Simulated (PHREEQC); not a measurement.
0.056 g of hydrous ferric oxide (600 m²/g; 0.2 weak and 0.005 strong sites per Fe, Dzombak-Morel constants, diffuse double layer) in 1 kg of water with 0.3 mol/kgw of an inert sodium salt and 7.5e-07 mol/kgw PbCl2, at 25 °C; the pH is set by adding NaOH or the inert anion's acid. O2 is buffered at 0.21 atm. No CO2 enters from the air. Nothing may precipitate in this run.

The series has 17 steps of pH, from 3 to 11.

All values are PHREEQC results (ion-association model, wateq4f.dat), not measurements.

Problem. Near which pH is half of the Pb sorbed, and on which side is more sorbed?

Solution. Near pH 4.4, with more sorbed at higher pH.

The oxide is taken as insoluble; below pH 4 it would dissolve.
